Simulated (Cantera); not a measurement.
An isothermal, constant-pressure homogeneous reactor starts with 22.3 % C2H4, 77.7 % H2, at 1000 K and 1330 Pa.

Cantera simulation using GRI-Mech 3.0 (53 species, 325 reactions); the numbers are that mechanism's predictions, not measurements. GRI-Mech 3.0 was tuned for natural gas; its chemistry of ethylene as a main component is partial and can be far from experiment. GRI-Mech 3.0 stops at C3 and has no aromatics, soot or wall deposition, so with more carbon than oxygen in the feed, carbon stays in small species such as C2H2 where larger ones or solid carbon would form. Radical loss at walls, strong at low pressure, is not modelled.

Task: Predict: x(C2H4) at 300 s; x(H2) at 300 s; x(CH4) at 300 s; x(H) at 300 s; x(CH3) at 300 s.

Result: 
```json
{
 "x(C2H4) at 300 s": "0.189 (gas-phase equilibrium 0.00755)",
 "x(H2) at 300 s": "0.767 (gas-phase equilibrium 0.442)",
 "x(CH4) at 300 s": "0.0205 (gas-phase equilibrium 0.547)",
 "x(H) at 300 s": "5.25e-7 (gas-phase equilibrium 1.32e-8)",
 "x(CH3) at 300 s": "2.86e-7 (gas-phase equilibrium 2.81e-7)"
}
```
